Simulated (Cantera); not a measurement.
Charge: 1 mol C₂H₂, 0.031 mol O₂, equilibrated at 1298 K and 0.690 bar.

Equilibrium computed with Cantera from the NASA thermochemical tables; the gas is ideal and each condensed phase is pure. Candidate condensed phases: C, C₆H₆, C₇H₈, C₈H₁₈, H₂O; 110 gas species. Rates play no part.

Base state: H₂ 0.937, CO 0.0583, CH₄ 0.00482, H₂O 0.000350, CO₂ 1.24e-5 (mole fractions); condensed: C(graphite).

Task: What changes in the equilibrium state with this change: O₂ from 0.031 to 0.019 mol?

Result: 
| species | before | after |
|---|---|---|
| H₂ | 0.937 | 0.958 |
| CO | 0.0583 | 0.0366 |
| CH₄ | 0.00482 | 0.00505 |
| CO₂ | 1.24e-5 | 4.89e-6 |
| H₂O | 0.000350 | 0.000225 |
| C(graphite), mol | 1.93 | 1.96 |
